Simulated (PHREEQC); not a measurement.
Dissolve 0.00041 mol Ca(OH)2 per kg of water at 25 °C. Closed to the air; pH follows from the charge balance.

Model: ion-association model, phreeqc.dat, run in PHREEQC.

Precipitation was switched off in this run.

Task: Predict the pH, specific conductance.

Result: pH 10.89; specific conductance 202 µS/cm.

Task: In which forms is Ca present?

Result: Ca+2 99 %, CaOH+ 1.1 % of the Ca.

Species that the database lacks are ignored.
